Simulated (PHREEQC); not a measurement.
PHREEQC input (ion-association model, wateq4f.dat):

```
SOLUTION_SPECIES
  PO4-3 + 3H+ = H3PO4  # constants of phreeqc.dat
    -log_k 21.721
    -delta_h -10.1 kJ
SOLUTION 1
  temp 25
  units mol/kgw
  pH 7 charge
  Cl 0.0029
END
SELECTED_OUTPUT 1
  -reset false
  -pH true
  -pe true
  -ionic_strength true
  -water true
  -totals Ca Cl P Se Se(-2) Se(4) Se(6)
  -molalities H+ Ca+2 Cl- PO4-3 SeO4-2 HPO4-2 H2PO4- CaHPO4 CaOH+ O2
    CaPO4- CaH2PO4+ OH- HSe- H2Se SeO3-2 H2SeO3 HSeO3- HSeO4- H3PO4
  -equilibrium_phases CaSeO3 Portlandite Hydroxyapatite
PRINT
  -reset false
USE solution 1
REACTION 1
  H3PO4 1
  0 0.00833 0.0167 0.025 0.0333 0.0417 0.05 0.0583 0.0667 0.075 0.0833 0.0917 0.1 moles
EQUILIBRIUM_PHASES 1
  CaSeO3 0 0.5
  Portlandite 0 0
  Hydroxyapatite 0 0
END
```

Selected output (columns that matter, 13 of 13 rows; H3PO4 added (mol) added in front):

```
H3PO4 added (mol)	pH	mu	Ca	Cl	P	Se	m_H+	m_Ca+2	m_Cl-	m_H2PO4-	m_CaHPO4	m_CaH2PO4+	CaSeO3	Hydroxyapatite
0	8.0515	0.014655	0.0043891	0.0029	0	0.0043891	9.863e-09	0.0043891	0.0029	0	0	0	0.49561	0
0.00833	6.5909	0.053099	0.017471	0.0029001	4.558e-06	0.031347	3.0128e-07	0.017469	0.0029001	1.7977e-06	1.5809e-06	3.7387e-07	0.46865	0.0027751
0.0167	6.1444	0.094251	0.031245	0.0029003	1.9924e-05	0.059048	8.6631e-07	0.031237	0.0029003	1.0192e-05	4.6526e-06	3.2366e-06	0.44096	0.00556
0.025	5.8746	0.13528	0.044956	0.0029004	5.2775e-05	0.086541	1.6415e-06	0.044935	0.0029004	2.8919e-05	8.8692e-06	1.1921e-05	0.41347	0.0083157
0.0333	5.6788	0.17629	0.05866	0.0029006	0.00011082	0.11399	2.6108e-06	0.058615	0.0029006	6.154e-05	1.4116e-05	3.0711e-05	0.38604	0.011063
0.0417	5.5224	0.21768	0.072498	0.0029007	0.00020403	0.14168	3.7807e-06	0.072413	0.0029007	0.00011228	2.04e-05	6.5337e-05	0.35836	0.013832
0.05	5.3944	0.2584	0.086126	0.0029009	0.00033997	0.16892	5.1195e-06	0.085978	0.0029009	0.00018354	2.7527e-05	0.00012122	0.33113	0.016553
0.0583	5.2845	0.29889	0.099697	0.002901	0.00053035	0.19601	6.6385e-06	0.099455	0.002901	0.00027945	3.5534e-05	0.00020587	0.30406	0.019257
0.0667	5.187	0.33958	0.11336	0.0029011	0.00079063	0.22325	8.3584e-06	0.11298	0.0029011	0.00040541	4.4507e-05	0.00032923	0.27684	0.02197
0.075	5.1012	0.37944	0.12677	0.0029013	0.0011277	0.24995	1.0238e-05	0.12622	0.0029013	0.0005622	5.4207e-05	0.00049769	0.25016	0.024624
0.0833	5.0236	0.41891	0.14009	0.0029014	0.0015581	0.2764	1.2294e-05	0.13931	0.0029014	0.00075485	6.4709e-05	0.00072264	0.22374	0.027248
0.0917	4.9521	0.45838	0.15346	0.0029016	0.0021035	0.30287	1.4554e-05	0.15237	0.0029016	0.00099	7.6123e-05	0.001019	0.19729	0.029866
0.1	4.8872	0.49685	0.16655	0.0029017	0.0027661	0.32871	1.696e-05	0.16507	0.0029017	0.0012655	8.8145e-05	0.0013915	0.17148	0.032412
```

Species that the database lacks are ignored. H3PO4, which wateq4f.dat lacks, is added to it with the constant of phreeqc.dat.
